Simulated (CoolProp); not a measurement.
Ammonia at 350.27 K and 1.35 MPa flows at 4.9 m/s in a round tube of 6 mm bore and 0.25 µm roughness, fully developed (64/Re and Nu = 3.66 if laminar; Colebrook and Gnielinski if turbulent). Each further row changes one setting.

Computed with CoolProp (reference Helmholtz-energy equation of state, Gao 2020).

| case | Reynolds number | Darcy friction factor | pressure drop (Pa/m) | heat-transfer coefficient (W/(m² K)) | mass flow (kg/h) |
|---|---|---|---|---|---|
| as stated | 21200 | 0.0256 | 440 | 344 | 4.28 |
| velocity 9.8 m/s | 42400 | 0.0218 | 1500 | 600 | 8.56 |
| diameter 12 mm | 42400 | 0.0217 | 187 | 299 | 17.1 |

Viscosity comes from a separate model (Fenghour 1995). Thermal conductivity comes from a separate model (Tufeu 1984).
